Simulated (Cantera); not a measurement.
## BN + H2 (sublimation and decomposition of ceramics)

Feed: 1 mol BN, 0.37 mol H2, equilibrated at 2200 K.

Method: chemical equilibrium by Gibbs-energy minimisation in Cantera with the NASA 1993 tables (ideal gas, pure condensed phases). Candidate condensed phases: B, BN; 15 gas species. Mutual solubility and eutectic melting of coexisting phases are not modelled. The tables' values for BH2 are old estimates; treat these amounts as uncertain. Gases not in the tables: B2H6 and higher boranes. Rates play no part.

From 1.00 Pa to 180 Pa the condensed part is B(s). From 1000 Pa to 180000 Pa the condensed part is B(s) + BN(s). At 1000000 Pa the condensed part is BN(s). The share of B in condensed phases is highest at 1000000 Pa (100.0 %) and lowest at 1.00 Pa (55.9 %).

```csv
P (Pa),x H2,x N2,x H,x B,x BH2,x BN,x BH,x BH3,n B(s),n BN(s)
1,0.0436,0.310,0.372,0.274,5.78e-5,0.000328,0.000212,1.65e-9,0.559,0
5.60,0.178,0.455,0.317,0.0488,0.000236,0.000168,0.000181,3.21e-8,0.946,0
32,0.299,0.520,0.172,0.00855,0.000396,7.51e-5,9.81e-5,1.67e-7,0.991,0
180,0.367,0.551,0.0804,0.00152,0.000486,3.26e-5,4.58e-5,5.39e-7,0.998,0
1000,0.772,0.177,0.0495,0.000274,0.00102,7.84e-6,2.82e-5,3.88e-6,0.164,0.836
5600,0.944,0.0316,0.0231,4.88e-5,0.00125,1.40e-6,1.32e-5,1.24e-5,0.0240,0.976
32000,0.983,0.00554,0.00987,8.55e-6,0.00130,2.45e-7,5.63e-6,3.16e-5,0.00364,0.996
180000,0.993,0.000984,0.00418,1.52e-6,0.00132,4.35e-8,2.39e-6,7.60e-5,0.000213,0.999
1000000,0.997,0.000463,0.00178,1.69e-7,0.000817,7.84e-9,6.27e-7,0.000111,0,1.000
```
x: gas mole fraction; n: condensed amount in mol.
